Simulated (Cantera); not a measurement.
Input: 1 mol Si, 2.1 mol H2O, 71 mol N2, at 630 Pa.

Equilibrium computed with Cantera from the NASA thermochemical tables; the gas is ideal and each condensed phase is pure. Candidate condensed phases: H2O, Si, SiO2, Si2N2O, Si3N4; 35 gas species. The tables hold silica as quartz up to 1696 K and as liquid above; real silica turns to tridymite and cristobalite and melts near 1996 K. Equilibrium is a limit: real reactors are often held back by kinetics, nucleation or transport.

### Question
Which condensed phases are stable at each of these points (T (°C)): 1050, 1100, 1150, 1200, 1250, 1300, 1350, 1400, 1450, 1500, 1550, 1600?

### Answer
| T (°C) | condensed phases | Si condensed (%) |
|---|---|---|
| 1050 | SiO2(β-quartz) | 100.0 |
| 1100 | SiO2(β-quartz) | 100.0 |
| 1150 | SiO2(β-quartz) | 100.0 |
| 1200 | SiO2(β-quartz) | 100.0 |
| 1250 | SiO2(β-quartz) | 99.9 |
| 1300 | SiO2(β-quartz) | 99.7 |
| 1350 | SiO2(β-quartz) | 99.0 |
| 1400 | SiO2(β-quartz) | 97.3 |
| 1450 | SiO2(condensed) | 93.7 |
| 1500 | SiO2(condensed) | 87.6 |
| 1550 | SiO2(condensed) | 78.1 |
| 1600 | SiO2(condensed) | 64.5 |

From 1050 °C to 1400 °C the condensed part is SiO2(β-quartz). From 1450 °C to 1600 °C the condensed part is SiO2(condensed).
